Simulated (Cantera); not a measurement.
A diamond (100) surface in a fixed gas of H2 with x(CH4) = 0.018, x(H) = 0.046, at 1400 K, 0.217 atm; coverages are run to steady state.

Detailed kinetics in Cantera: the Harris–Goodwin 1993 mechanism for the reconstructed diamond (100) surface.

θ: site fractions in the mechanism's names (c6HH fully hydrogenated, c6H* and c6*H radical sites, c6** diradical, c6HM methylated).

| x(CH3) | growth (µm/h) | θ c6HH | θ c6H* | θ c6*H | θ c6** | θ c6HM |
|---|---|---|---|---|---|---|
| 1e-06 | 0.180 | 0.325 | 0.0618 | 0.546 | 0.0677 | ___ |
| 2.5e-06 | 0.450 | 0.325 | 0.0618 | 0.546 | 0.0677 | ___ |
| 6.2e-06 | 1.12 | 0.325 | 0.0618 | 0.546 | 0.0677 | ___ |
| 1.6e-05 | 2.88 | 0.325 | 0.0618 | 0.546 | 0.0677 | ___ |
| 3.9e-05 | 7.03 | 0.325 | 0.0618 | 0.546 | 0.0677 | ___ |
| 9.7e-05 | 17.5 | 0.325 | 0.0618 | 0.546 | 0.0677 | ___ |
| 0.00024 | 43.2 | 0.325 | 0.0618 | 0.545 | 0.0676 | ___ |
| 0.0006 | 108 | 0.324 | 0.0617 | 0.545 | 0.0674 | ___ |
| 0.0015 | 268 | 0.324 | 0.0616 | 0.544 | 0.0670 | ___ |

### Question
What belongs in the gaps?

### Answer

- 1e-06, θ c6HM: 1.18e-6
- 2.5e-06, θ c6HM: 2.94e-6
- 6.2e-06, θ c6HM: 7.30e-6
- 1.6e-05, θ c6HM: 1.88e-5
- 3.9e-05, θ c6HM: 4.59e-5
- 9.7e-05, θ c6HM: 0.000114
- 0.00024, θ c6HM: 0.000282
- 0.0006, θ c6HM: 0.000704
- 0.0015, θ c6HM: 0.00175
